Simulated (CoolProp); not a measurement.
Vapour-liquid equilibrium of carbon dioxide (1) + carbonyl sulfide (2) at 280.1 K; x and y are mole fractions of (1).

Model: multi-fluid Helmholtz-energy mixture model, Span 1996 and Lemmon 2006; pair parameters Bell 2016, in CoolProp.

Question: Give the bubble pressure and the first vapour's composition at x = 0.15, 0.65, 0.85. Is there an azeotrope?

Answer: x = 0.15: 15.12 bar, y = 0.495; x = 0.65: 31.24 bar, y = 0.836; x = 0.85: 37.02 bar, y = 0.923. No azeotrope shows between x = 0.05 and 0.95.

Pair parameters are fitted to limited data, so mixtures are less certain than the pure fluids.
